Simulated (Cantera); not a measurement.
Charge: 1 mol CuO, 0.43 mol C, 0.021 mol CO, equilibrated at 2173 K and 13.3 mbar.

These are equilibrium values from Cantera (NASA tables, ideal gas, pure condensed phases), not measurements of a reactor. Candidate condensed phases: C, Cu, CuO, Cu2O; 15 gas species. Equilibrium is a limit: real reactors are often held back by kinetics, nucleation or transport.

Base state: Cu 0.642, CO2 0.248, O2 0.0576, CO 0.0446, O 0.00473, Cu2 0.00206, CuO 0.00163 (mole fractions); condensed: gas only.

Question: What changes in the equilibrium state with this change: pressure from 13.3 mbar to 1.33 mbar?

Answer: 
| species | before | after |
|---|---|---|
| Cu | 0.642 | 0.625 |
| CO2 | 0.248 | 0.188 |
| CO | 0.0446 | 0.0938 |
| O2 | 0.0576 | 0.0753 |
| O | 0.00473 | 0.0171 |
| Cu2 | 0.00206 | 0.000195 |
| CuO | 0.00163 | 0.000573 |
